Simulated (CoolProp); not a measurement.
Sulfur hexafluoride along the isobar 4850 kPa: Z from the reference equation and from simpler models built on Tc = 318.7 K, pc = 3755 kPa, ω = 0.210; each cubic takes its own stable root.

The numbers come from the reference Helmholtz-energy equation of state, Guder 2009 in CoolProp.

| T (K) | phase | reference |
|---|---|---|
| 314.9 | liquid | 0.2183 |
| 327 | supercritical | 0.2691 |
| 339.2 | supercritical | 0.4854 |
| 351.3 | supercritical | 0.6007 |
| 363.5 | supercritical | 0.6718 |
| 375.6 | supercritical | 0.7228 |
| 387.8 | supercritical | 0.7627 |
| 399.9 | supercritical | 0.7946 |

### Question
How far does each simpler model (van der Waals, Redlich-Kwong, Soave-Redlich-Kwong, Peng-Robinson) lie from the reference over these 8 states: mean and median of the absolute difference, and the worst?

### Answer
- van der Waals: mean 14.9 %, median 8.5 %, worst +42.7 % at 314.9 K and 4850 kPa
- Redlich-Kwong: mean 6.9 %, median 4.3 %, worst +16.6 % at 314.9 K and 4850 kPa
- Soave-Redlich-Kwong: mean 5.6 %, median 1.6 %, worst +18.8 % at 327 K and 4850 kPa
- Peng-Robinson: mean 3.8 %, median 3.1 %, worst +9.4 % at 327 K and 4850 kPa
